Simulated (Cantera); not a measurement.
## Stirred combustor or abatement burner

A perfectly stirred reactor is fed with CO : H2 : CH4 : O2 : N2 : CO2 = 1 : 0.64 : 0.2 : 2.1 : 6.1 : 0.22 (molar parts), at 600 Torr; it is adiabatic with a 575 K inlet, and is followed from long to short residence time, starting on the burning branch (τ in s: 0.46, 0.19, 0.075, 0.03, 0.012, 0.005, 0.002, 0.00081, 0.00033, 0.00013, 5.3e-05).

Computed with Cantera and GRI-Mech 3.0 (53 species, 325 reactions).

```
τ (s)    T (K)     x CO      x H2     x CH4    x C2H4    x C2H6   x CH2O    x HCN
-------  -----  -------  --------  --------  --------  --------  -------  -------
0.46      2163  0.00276  0.000388   2.04e-7    <1e-12    <1e-12  3.44e-8  7.84e-9
0.19      2162  0.00305  0.000426   4.63e-7  1.08e-12    <1e-12  7.92e-8  1.01e-8
0.075     2157  0.00371  0.000513   1.04e-6  4.87e-12    <1e-12  1.81e-7  1.07e-8
0.030     2141  0.00512  0.000707   2.14e-6  1.62e-11    <1e-12  3.80e-7  9.55e-9
0.012     2110  0.00783   0.00110   4.08e-6  3.98e-11  1.19e-12  7.34e-7  7.72e-9
0.0050    2060   0.0119   0.00172   7.38e-6  8.06e-11  3.07e-12  1.32e-6  6.40e-9
0.0020    1986   0.0177   0.00267   1.42e-5  1.70e-10  8.78e-12  2.41e-6  6.20e-9
0.00081   1889   0.0247   0.00390   2.89e-5  4.05e-10  2.94e-11  4.46e-6  7.34e-9
0.00033   1767   0.0332   0.00531   6.56e-5   1.24e-9  1.31e-10  8.69e-6  9.58e-9
0.00013   1607   0.0472   0.00702  0.000194   6.41e-9   1.12e-9  2.01e-5  1.29e-8
5.3e-5    1370   0.0770    0.0130   0.00117   1.44e-7   6.27e-8  7.19e-5  1.85e-8
```
x: mole fraction; the columns are a selection and need not sum to one.
